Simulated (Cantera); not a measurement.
Input (Python, Cantera) and output of one run.

```python
import numpy as np
import cantera as ct

gas_names = """
    O3 TiO
""".split()
cond_names = """
    Ti3O5(a) Ti3O5(b) Ti3O5(L)
""".split()


# ... load() reads the species with a 1 bar reference pressure and builds the phases ...
species = {s.name: s for s in load("nasa_gas.yaml", gas_names) + load("nasa_condensed.yaml", cond_names)}
# Each term lists the table entries of one substance; the one whose range holds T is used.
reactions = {
    '3 Ti3O5 = 2 O3(g) + 9 TiO(g)':
        [(-3, ['Ti3O5(a)', 'Ti3O5(b)', 'Ti3O5(L)']), (2, ['O3']), (9, ['TiO'])],
}


def pick(names, T):
    return next(species[n] for n in names if species[n].thermo.min_temp <= T <= species[n].thermo.max_temp)


results = []
for label, terms in reactions.items():
    print(label)
    print("     T/K   dH/kJ  dS/(J/K)   dG/kJ   log10 K")
    for T in [300, 725, 800, 875, 950, 1025, 1100, 1175, 1250, 1325, 1400, 1475]:
        used = [(nu, pick(names, T)) for nu, names in terms]
        dH = sum(nu * s.thermo.h(T) for nu, s in used) / 1e6
        dS = sum(nu * s.thermo.s(T) for nu, s in used) / 1e3
        dG = dH - T * dS / 1e3
        logK = -dG * 1e6 / (ct.gas_constant * T * np.log(10))
        results.append((label, T, dH, dS, dG, logK, [s.name for _, s in used]))
        print(f"{T:8g} {dH:8.1f} {dS:8.1f} {dG:8.1f} {logK:8.2f}")
```

It prints:

```
3 Ti3O5 = 2 O3(g) + 9 TiO(g)
     T/K   dH/kJ  dS/(J/K)   dG/kJ   log10 K
     300   8150.6   2190.6   7493.4 -1304.69
     725   8050.8   1978.9   6616.1  -476.66
     800   8039.4   1964.0   6468.2  -422.32
     875   8027.5   1949.8   6321.4  -377.36
     950   8015.0   1936.1   6175.7  -339.56
    1025   8001.9   1922.9   6031.0  -307.34
    1100   7988.0   1909.8   5887.3  -279.56
    1175   7973.4   1896.9   5744.5  -255.37
    1250   7957.9   1884.2   5602.7  -234.12
    1325   7941.8   1871.6   5461.9  -215.32
    1400   7924.9   1859.2   5322.0  -198.56
    1475   7907.4   1847.0   5183.0  -183.54
```

Source: NASA polynomial tables (part measured, part estimated), evaluated in Cantera. Condensed species are held in their standard states even where they would react or evaporate.
